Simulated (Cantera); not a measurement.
An isothermal, constant-pressure homogeneous reactor starts with NO : N2 = 1 : 0.75 (molar parts), at 1773 K and 40.5 Torr.

Computed with Cantera and GRI-Mech 3.0 (53 species, 325 reactions).

Question: Predict: x(NO) at 200 s; x(NO2) at 200 s; x(N2) at 200 s; x(O2) at 200 s; x(O) at 200 s; x(N2O) at 200 s.

Answer: 
| Property | Result |
|---|---|
| x(NO) at 200 s | 0.0651 (gas-phase equilibrium 0.00420) |
| x(NO2) at 200 s | 4.40e-5 (gas-phase equilibrium 3.01e-6) |
| x(N2) at 200 s | 0.682 (gas-phase equilibrium 0.712) |
| x(O2) at 200 s | 0.253 (gas-phase equilibrium 0.283) |
| x(O) at 200 s | 0.000205 (gas-phase equilibrium 0.000216) |
| x(N2O) at 200 s | 1.33e-6 (gas-phase equilibrium 5.35e-8) |
